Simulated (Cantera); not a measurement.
A Cantera script and its output.

```python
import numpy as np
import cantera as ct

gas = ct.Solution("gri30.yaml")
gas.TPX = 1523, 140000, {'NO': 1, 'N2': 9.2, 'H2O': 0.88}
reactor = ct.IdealGasConstPressureReactor(gas, energy="off", clone=False)
net = ct.ReactorNet([reactor])
net.rtol, net.atol = 1e-08, 1e-18
show = ['NO', 'N2', 'NO2', 'N2O', 'O']
times = np.geomspace(7e-05, 60, 9)

steps = ct.SolutionArray(gas, extra=["t"])
rows = []
print(f"{'t/s':>10s}{'T/K':>9s}{'P/Pa':>11s}" + "".join(f"{s:>11s}" for s in show))
for t in times:
    while net.time < t:
        t_next = net.step()
        steps.append(gas.state, t=t_next)
    rows.append([np.interp(t, steps.t, y) for y in (steps.T, steps.P, *steps(*show).X.T)])
    print(f"{t:10.3e}{rows[-1][0]:9.1f}{rows[-1][1]:11.4g}" + "".join(f"{x:11.3e}" for x in rows[-1][2:]))
rate = np.gradient(steps.T, steps.t)
print("integrator steps:", len(steps.t))
if steps.T.max() > steps.T[0] + 200:
    print(f"time of steepest temperature rise: {steps.t[rate.argmax()]:.4e} s")
gas.TPX = 1523, 140000, {'NO': 1, 'N2': 9.2, 'H2O': 0.88}
gas.equilibrate("TP")
print(f"equilibrium (TP): T = {gas.T:.1f} K  " + "  ".join(f"{s} {gas[s].X[0]:.3e}" for s in show))
```

It prints:

```
       t/s      T/K       P/Pa         NO         N2        NO2        N2O          O
 7.000e-05   1523.0    1.4e+05  9.025e-02  8.303e-01  3.235e-09  9.804e-09  9.350e-10
 3.861e-04   1523.0    1.4e+05  9.025e-02  8.303e-01  2.319e-08  5.352e-08  9.952e-10
 2.130e-03   1523.0    1.4e+05  9.025e-02  8.303e-01  2.574e-07  2.788e-07  1.878e-09
 1.175e-02   1523.0    1.4e+05  9.024e-02  8.303e-01  5.143e-06  1.147e-06  2.239e-08
 6.481e-02   1523.0    1.4e+05  9.022e-02  8.303e-01  1.338e-05  2.177e-06  5.677e-08
 3.575e-01   1523.0    1.4e+05  9.013e-02  8.304e-01  1.575e-05  2.177e-06  6.643e-08
 1.972e+00   1523.0    1.4e+05  8.965e-02  8.306e-01  2.414e-05  2.108e-06  1.009e-07
 1.088e+01   1523.0    1.4e+05  8.715e-02  8.319e-01  4.618e-05  1.965e-06  1.959e-07
 6.000e+01   1523.0    1.4e+05  7.559e-02  8.376e-01  8.388e-05  1.478e-06  4.069e-07
integrator steps: 962
equilibrium (TP): T = 1523.0 K  NO 6.684e-04  N2 8.751e-01  NO2 1.820e-06  N2O 5.077e-08  O 9.928e-07
```

Detailed kinetics in Cantera: GRI-Mech 3.0 (53 species, 325 reactions).
